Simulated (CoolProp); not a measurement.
Model: reference Helmholtz-energy equation of state, Lemmon 2006, in CoolProp. It is a short technical equation, of lower accuracy than the large ones.

Task: Give the vapour pressure (bar), liquid density (kg/m³), enthalpy of vaporisation (kJ/kg), liquid cp (kJ/(kg K)) of saturated nitrous oxide at 234.4 K.

Result: 
```tsv
T (K)	p (bar)	liquid density (kg/m³)	enthalpy of vaporisation (kJ/kg)	liquid cp (kJ/(kg K))
234.4	9.81	1070	309	1.85
```
